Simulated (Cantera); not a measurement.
Standard-state values (1 bar) from the NASA 1993 polynomials, evaluated with Cantera. Values are per mole of reaction as written; species without (g) are pure solids or liquids, kept so even where they would boil at 1 bar. TaC: taken at fixed stoichiometry.

Question: Between 300 and 2300 K, where is each reaction favourable under standard conditions?
- C2H4(g) + 2 TaC ⇌ 2 Ta + 2 C2H2(g)

Answer: 
- C2H4(g) + 2 TaC ⇌ 2 Ta + 2 C2H2(g): ΔG° is 638 kJ at 300 K and 261 kJ at 2300 K; it stays positive (K < 1). ΔH° is 683 kJ and ΔS° 183 J/K at 2300 K.
